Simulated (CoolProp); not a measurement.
Computed with CoolProp (reference Helmholtz-energy equation of state, Zhou 2011).

Problem. For dimethyl carbonate, give the phase and the Z, cp (kJ/(kg K)), cv (kJ/(kg K)), isothermal compressibility (1/MPa) at 521 K and 1790 kPa; 521 K and 2450 kPa.

Solution. 
- 521 K and 1790 kPa: gas; Z 0.820, cp 1.89, cv 1.67, isothermal compressibility 0.707
- 521 K and 2450 kPa: gas; Z 0.730, cp 2.06, cv 1.70, isothermal compressibility 0.621
